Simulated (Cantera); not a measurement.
A Cantera script and what it prints.

```python
import numpy as np
import cantera as ct

gas_names = """
    C CN CO CO2 C2 CCN CNC C2N2 C2O C3 C3O2 C4 C4N2 C5 N NCO NO NO2 NO3 N2 N2O O O2 O3 Si SiC SiC2 SiN
    SiO SiO2 Si2 Si2C Si2N Si3
""".split()
cond_names = """
    C(gr) Si(cr) Si(L) SiC(b) SiO2(Lqz) SiO2(hqz) SiO2(L) Si2N2O(s) Si3N4(a)
""".split()


# ... load() reads the species with a 1 bar reference pressure and builds the phases ...
atoms = {
    'Si3N4': {'Si': 3, 'N': 4},
    'CO2': {'C': 1, 'O': 2},
    'N2': {'N': 2},
}
top_T = {'C(gr)': 4500, 'SiC(b)': 3050, 'Si2N2O(s)': 2100, 'Si3N4(a)': 2400}  # K; cautious upper limits of use, not melting points


# ... equilibrate(T, P, feed) seeds the gas with the atoms and calls Mixture.equilibrate('TP', solver="vcs", rtol=1e-11, max_steps=5000) ...
results = []
feed = {'Si3N4': 1, 'CO2': 0.05, 'N2': 44}  # mol
T = 2098.15  # K
for P in [0.1, 1, 10, 100, 1000, 10000, 100000, 1000000]:
    mix = equilibrate(T, P, feed)
    results.append((T, P, feed, dict(zip(mix.species_names, mix.species_moles))))

top = {s: max(r[3][s] / sum(r[3][g] for g in gas_names) for r in results) for s in gas_names}
cols = sorted((s for s in top if top[s] > 0.0001), key=lambda s: -top[s])[:5]
seen = [c for c in cond_names if any(r[3].get(c, 0) > 1e-12 for r in results)]
print("log10 of partial pressures in bar; condensed amounts in mol")
print(f"{'P/Pa':>10s}" + "".join(f"{s[:9]:>10s}" for s in cols + seen))
for T, P, feed, n in results:
    ng = sum(n[g] for g in gas_names)
    print(f"{P:10.4g}" + "".join(f"{np.log10(max(n[s] / ng * P / 1e5, 1e-99)):10.3f}" for s in cols)
          + "".join(f"{n.get(c, 0):10.4g}" for c in seen))
```

Output:

```
log10 of partial pressures in bar; condensed amounts in mol
      P/Pa        N2        Si       SiO        CO      Si2C     Si(L)    SiC(b) Si2N2O(s)  Si3N4(a)
       0.1    -6.028    -7.221    -8.992    -8.992   -15.003         0         0         0         0
         1    -5.028    -6.221    -7.991    -7.992   -12.004         0         0         0         0
        10    -4.028    -5.222    -6.987    -6.996    -9.017         0         0         0         0
       100    -3.027    -4.240    -5.849    -6.203    -6.413         0         0         0         0
      1000    -2.007    -3.883    -4.822    -5.199    -5.367     2.214         0         0         0
     1e+04    -1.002    -3.883    -3.846    -4.131    -5.275      2.84    0.0133         0         0
     1e+05    -0.001    -4.051    -2.945    -2.947    -5.494         0         0         0    0.9811
     1e+06     0.999    -4.717    -2.159    -1.946    -7.278         0         0   0.01944    0.9768
```

Cantera equilibrium calculation (NASA polynomials, part measured and part estimated; ideal gas, pure solids and liquids). Mutual solubility and eutectic melting of coexisting phases are not modelled. The tables' values for SiN are old estimates; treat these amounts as uncertain.
